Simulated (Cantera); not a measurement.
An isothermal, constant-pressure homogeneous reactor starts with C₂H₆ : N₂ = 1 : 1.8 (molar parts), at 1050 K and 128 Torr. Integrator tolerance rtol = 1e-08.

Computed with Cantera and GRI-Mech 3.0 (53 species, 325 reactions). GRI-Mech 3.0 stops at C3 and has no aromatics, soot or wall deposition, so with more carbon than oxygen in the feed, carbon stays in small species such as C2H2 where larger ones or solid carbon would form.

Question: What does this change do: pressure from 128 Torr to 0.495 Torr?

Answer: 
```
quantity                                            before                                    after
-----------------  ---------------------------------------  ---------------------------------------
x(C₂H₆) at 4.00 s  0.0172 (gas-phase equilibrium 0.000568)    0.317 (gas-phase equilibrium 1.81e-6)
x(CH₂) at 4.00 s     <1e-12 (gas-phase equilibrium <1e-12)  4.62e-10 (gas-phase equilibrium <1e-12)
x(H) at 4.00 s     2.75e-7 (gas-phase equilibrium 4.20e-9)  2.00e-6 (gas-phase equilibrium 1.91e-7)
x(CH₃) at 4.00 s   6.46e-7 (gas-phase equilibrium 5.13e-7)  7.19e-5 (gas-phase equilibrium 4.65e-7)
x(C₂H₄) at 4.00 s     0.232 (gas-phase equilibrium 0.0629)   0.0272 (gas-phase equilibrium 0.00647)
x(CH₄) at 4.00 s      0.0223 (gas-phase equilibrium 0.309)   0.00429 (gas-phase equilibrium 0.0493)
x(C₂H₂) at 4.00 s   0.00822 (gas-phase equilibrium 0.0469)   0.000136 (gas-phase equilibrium 0.155)
```
Radical loss at walls, strong at low pressure, is not modelled.
